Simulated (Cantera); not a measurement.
Charge: 1 mol C6H6, 3.2 mol H2O, 0.017 mol O2, held at 1325 K and 75.0 Torr.

Equilibrium computed with Cantera from the NASA thermochemical tables; the gas is ideal and each condensed phase is pure. Candidate condensed phases: C, C6H6, C7H8, C8H18, H2O; 110 gas species. The numbers say what is thermodynamically allowed, not how fast it happens.

**Question.** What is the equilibrium state?

**Answer.** 
```json
{
 "x(H2)": "0.657",
 "x(CO)": "0.343",
 "x(CH4)": "0.000290",
 "x(H2O)": "0.000162",
 "x(CO2)": "4.54e-5",
 "x(H)": "4.19e-6",
 "n(C(graphite))": "2.77 mol",
 "gas_amount": "9.429 mol"
}
```
